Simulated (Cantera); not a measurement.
A perfectly stirred reactor is fed with CH₄ : O₂ : N₂ : H₂O : CO₂ = 1 : 1.82 : 6.84 : 0.82 : 0.017 (molar parts), at 0.257 atm; it is adiabatic with a 798 K inlet, and is followed from long to short residence time, starting on the burning branch (τ in s: 0.074, 0.034, 0.015, 0.007, 0.0032, 0.0014, 0.00065, 0.0003, 0.00013, 6.1e-05, 2.8e-05).

Computed with Cantera and GRI-Mech 3.0 (53 species, 325 reactions).

x: mole fraction; the columns are a selection and need not sum to one.

```csv
τ (s),T (K),x CH₄,x O₂,x H₂O,x CH₂,x C₂H₄,x CH₃,x CO₂
0.074,2280,6.04e-6,0.00589,0.235,3.53e-7,4.19e-10,4.06e-6,0.0644
0.034,2249,1.10e-5,0.00723,0.232,6.10e-7,1.17e-9,7.11e-6,0.0630
0.015,2204,…,…,0.228,…,…,…,0.0610
0.0070,2154,3.73e-5,0.0111,0.223,1.61e-6,8.17e-9,2.11e-5,0.0589
0.0032,2099,7.19e-5,0.0132,0.219,2.60e-6,2.35e-8,3.76e-5,0.0568
0.0014,2045,0.000152,0.0155,0.215,4.58e-6,8.39e-8,7.37e-5,0.0544
0.00065,2001,0.000326,0.0181,0.212,8.39e-6,3.31e-7,0.000148,0.0514
0.00030,1955,0.000775,0.0223,0.210,1.72e-5,1.73e-6,0.000329,0.0460
0.00013,1849,…,…,0.204,…,…,…,…
6.1e-5,798,0.0953,0.173,0.0781,<1e-12,<1e-12,<1e-12,0.00162
2.8e-5,798,0.0953,0.173,0.0781,<1e-12,<1e-12,<1e-12,0.00162
```

Problem. Some entries are withheld; supply them.

Solution. 
- 0.015, x CH₄: 2.05e-5
- 0.015, x O₂: 0.00908
- 0.015, x CH₂: 1.02e-6
- 0.015, x C₂H₄: 3.19e-9
- 0.015, x CH₃: 1.24e-5
- 0.00013, x CH₄: 0.00329
- 0.00013, x O₂: 0.0375
- 0.00013, x CH₂: 4.95e-5
- 0.00013, x C₂H₄: 3.21e-5
- 0.00013, x CH₃: 0.00121
- 0.00013, x CO₂: 0.0299
